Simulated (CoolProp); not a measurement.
The fluid at 298.15 K and 0.0165 MPa is compressed adiabatically to 0.12 MPa with isentropic efficiency 0.85. The same conditions are run with several fluids, on thermodynamics alone (safety and materials aside).

Model: reference Helmholtz-energy equation of state of each fluid (R123: Younglove 1994; isobutene: Lemmon 2005; R152A: Outcalt 1996; nitrous oxide: Lemmon 2006; C2F6 (R116): Lemmon 2006), in CoolProp.

```tsv
fluid	work (kJ/kg)	final temperature (K)	final density (kg/m³)
R123	40.4	357.4	6.35
isobutene	112	364.6	2.26
R152A	98.0	386.5	2.49
nitrous oxide	162	468.6	1.36
C2F6 (R116)	45.1	354.1	5.66
```
